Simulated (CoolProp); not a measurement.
Vapour-liquid equilibrium of R143a (1) + R236FA (2) at 0.0293 MPa; x and y are mole fractions of (1).

Computed with CoolProp (multi-fluid Helmholtz-energy mixture model, Lemmon and Jacobsen 2000 and Pan 2012; pair parameters Bell 2016).

Give the bubble temperature and the first vapour's composition at x = 0.275, 0.425, 0.725. Is there an azeotrope?

x = 0.275: -49.3 °C, y = 0.797; x = 0.425: -56.1 °C, y = 0.900; x = 0.725: -65.1 °C, y = 0.976. No azeotrope shows between x = 0.05 and 0.95.

Pair parameters are fitted to limited data, so mixtures are less certain than the pure fluids.
